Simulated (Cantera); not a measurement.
CaO + F2 + O2 (oxide etching and cleaning by halides)

Input: 1 mol CaO, 5.6 mol F2, 1.6 mol O2, held at 775 °C and 4.00 Pa.

Equilibrium computed with Cantera from the NASA thermochemical tables; the gas is ideal and each condensed phase is pure. Candidate condensed phases: Ca, CaF2, CaO; 13 gas species. Rates play no part.

| Item | Result |
|---|---|
| x(F) | 0.813 |
| x(O2) | 0.186 |
| x(F2) | 0.00111 |
| n(CaF2(s)) | 1.00 mol |
| gas amount | 11.29 mol |
| log10 activity of Ca(s) (absent) | -44.88 |
